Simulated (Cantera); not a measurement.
Mixture: CH4 : CO : O2 : N2 = 1 : 0.54 : 4.45 : 16.7 (molar parts), at 4.93 atm, adiabatic and at constant volume. Ignition delay is the time to a rise of 400 K.

Model: GRI-Mech 3.0 (53 species, 325 reactions), integrated in Cantera.

Q: What does this change do: CH4 1 to 0.75 parts?

A: 
| quantity | before | after |
|---|---|---|
| delay at 1223 K | 5.93 ms | 4.96 ms |
| delay at 1373 K | 0.911 ms | 0.776 ms |
| delay at 1523 K | 0.196 ms | 0.176 ms |
| delay at 1673 K | 57.4 µs | 54.6 µs |
| apparent activation energy between 1598 and 1748 K | 170 kJ/mol | 160 kJ/mol |
